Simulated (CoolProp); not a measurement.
A simple Rankine cycle with cyclopentane: condensing at 291.15 K, boiler at 2.71 MPa, turbine inlet 549 K, turbine efficiency 0.9, pump efficiency 0.8, no recuperator. Each further row changes one setting.

Computed with CoolProp (reference Helmholtz-energy equation of state, Gedanitz 2015).

| case | thermal efficiency (%) | net work (kJ/kg) | heat in (kJ/kg) | turbine exit temperature (K) | volume ratio over the turbine |
|---|---|---|---|---|---|
| as stated | 25.5 | 210 | 825 | 426.9 | 80.6 |
| condensing temperature 283.15 K | 26.8 | 225 | 839 | (withheld) | 112 |
| boiler pressure 1.9 MPa | 23.9 | 201 | 840 | 440.2 | (withheld) |
| turbine efficiency 0.8 | 22.6 | (withheld) | 825 | 439.8 | 83.0 |

**Question.** Complete the blanks.

**Answer.** 
- condensing temperature 283.15 K, turbine exit temperature (K): 418.5
- boiler pressure 1.9 MPa, volume ratio over the turbine: 54.3
- turbine efficiency 0.8, net work (kJ/kg): 186
